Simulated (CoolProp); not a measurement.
Vapour-liquid equilibrium of CH2F2 (R32) (1) + R1234yf (2) at 36.65 °C; x and y are mole fractions of (1).

The numbers come from the multi-fluid Helmholtz-energy mixture model, Tillner-Roth 1997 and Lemmon 2022; pair parameters Bell 2023 in CoolProp.

Question: Give the bubble pressure and the first vapour's composition at x = 0.2, 0.275, 0.425. Is there an azeotrope?

Answer: x = 0.2: 1.291 MPa, y = 0.366; x = 0.275: 1.416 MPa, y = 0.458; x = 0.425: 1.646 MPa, y = 0.601. No azeotrope shows between x = 0.05 and 0.95.

The pair parameters rest on a limited set of measurements; away from them the model extrapolates.
